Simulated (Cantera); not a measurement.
Ignition delay

Mixture: 7.86 % CH4, 15.7 % O2, 59.1 % N2, 17.3 % CO2, equivalence ratio 1.0, at 16.8 atm, adiabatic and at constant volume. Ignition delay is the time to a rise of 400 K.

Computed with Cantera and GRI-Mech 3.0 (53 species, 325 reactions). The pressure lies above the range GRI-Mech 3.0 was tuned for (to about 10 atm).

| T0 (K) | delay (ms) |
|---|---|
| 1150 | 5.79 |
| 1225 | 2.34 |
| 1300 | 1.03 |
| 1375 | 0.478 |
| 1450 | 0.233 |
| 1525 | 0.117 |
| 1600 | 0.0611 |

```json
{
  "apparent activation energy between 1450 and 1600 K": "170 kJ/mol"
}
```
